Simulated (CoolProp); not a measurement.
A Linde-Hampson liquefier for carbon monoxide: isothermal reversible compression at 300 K from 1 atm to 15 MPa, throttling to 1 atm, return gas leaving the recuperator 5 K below the feed. Each further row changes one setting.

Values from CoolProp's reference Helmholtz-energy equation of state, Lemmon 2006. It is a short technical equation, of lower accuracy than the large ones.

```csv
case,liquid yield per pass,compression work (kJ/kg of gas)
as stated,0.059,444
high pressure 30 MPa,0.091,509
warm-end temperature 330 K,0.041,491
warm-end gap 10 K,0.048,444
```
